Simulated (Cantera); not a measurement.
**Thermodynamics of silicon carbide growth, feed SiHCl₃ + CH₄ + H₂**

A closed system holds: 1 mol SiHCl₃, 2.7 mol CH₄, 750 mol H₂, equilibrated at 2375 °C and 0.730 bar.

Method: chemical equilibrium by Gibbs-energy minimisation in Cantera with the NASA 1993 tables (ideal gas, pure condensed phases). Candidate condensed phases: C, C₆H₆, C₇H₈, C₈H₁₈, Si, SiC; 109 gas species. Gases not in the tables: Si₂H₆ and higher silanes. Equilibrium is a limit: real reactors are often held back by kinetics, nucleation or transport.

```json
{
  "x(H₂)": "0.940",
  "x(H)": "0.0528",
  "x(HCl)": "0.00370",
  "x(C₂H₂ (acetylene))": "0.00166",
  "x(Si)": "0.000964",
  "x(SiH)": "0.000171",
  "x(Cl)": "0.000145",
  "x(SiH₂)": "8.30e-5",
  "x(SiC₂)": "3.37e-5",
  "gas_amount": "778.8 mol",
  "log10 activity of C(graphite) (absent)": "-0.52",
  "log10 activity of Si(l) (absent)": "-1.28"
}
```
